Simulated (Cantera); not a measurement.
Input (Python, Cantera):

```python
import numpy as np
import cantera as ct

surf = ct.Interface("diamond.yaml", "diamond_100")
gas, bulk = surf.adjacent["gas"], surf.adjacent["diamond"]
k = surf.kinetics_species_index(bulk.species_names[0])
cover = ["c6HH", "c6H*", "c6*H", "c6**", "c6HM", "c6B"]

rows, drift = [], 0.0
print(f"{'xH':>10s}{'um/h':>11s}" + "".join(f"{s:>11s}" for s in cover))
for v in [0.0001, 0.00023, 0.00054, 0.0013, 0.0029, 0.0068, 0.016, 0.037, 0.085]:
    T, P, xH, xCH3 = 1373, 11000, v, 0.0012
    gas.TPX = T, P, {"H": xH, "CH3": xCH3, "CH4": 0.012, "H2": 1 - xH - xCH3 - 0.012}
    surf.TP = bulk.TP = T, P
    surf.coverages = "c6H*:0.1, c6HH:0.9"
    surf.advance_coverages(100.0)
    before = surf.coverages
    surf.advance_coverages(100.0)
    drift = max(drift, np.max(np.abs(surf.coverages - before) / (surf.coverages + 1e-9)))
    rate = surf.net_production_rates[k] * bulk.mean_molecular_weight / bulk.density * 3.6e9
    rows.append([rate, *surf[cover].coverages])
    print(f"{v:10.4g}{rate:11.4e}" + "".join(f"{x:11.3e}" for x in rows[-1][1:]))
```

Output:

```
        xH       um/h       c6HH       c6H*       c6*H       c6**       c6HM        c6B
    0.0001 3.5419e-01  6.961e-01  2.824e-02  2.689e-01  3.183e-03  5.096e-04  9.611e-10
   0.00023 1.7597e+00  5.630e-01  4.000e-02  3.809e-01  8.739e-03  7.515e-04  4.775e-09
   0.00054 5.9751e+00  4.577e-01  4.874e-02  4.641e-01  1.890e-02  1.003e-03  1.621e-08
    0.0013 1.4034e+01  3.936e-01  5.355e-02  5.097e-01  3.257e-02  1.256e-03  3.808e-08
    0.0029 2.3516e+01  3.633e-01  5.555e-02  5.283e-01  4.438e-02  1.442e-03  6.381e-08
    0.0068 3.5363e+01  3.476e-01  5.651e-02  5.366e-01  5.324e-02  1.538e-03  9.596e-08
     0.016 5.2206e+01  3.405e-01  5.708e-02  5.399e-01  5.824e-02  1.497e-03  1.417e-07
     0.037 7.8570e+01  3.374e-01  5.770e-02  5.409e-01  6.078e-02  1.308e-03  2.132e-07
     0.085 1.1580e+02  3.361e-01  5.882e-02  5.406e-01  6.226e-02  9.921e-04  3.142e-07
```

Model: the Harris–Goodwin 1993 mechanism for the reconstructed diamond (100) surface, integrated in Cantera.
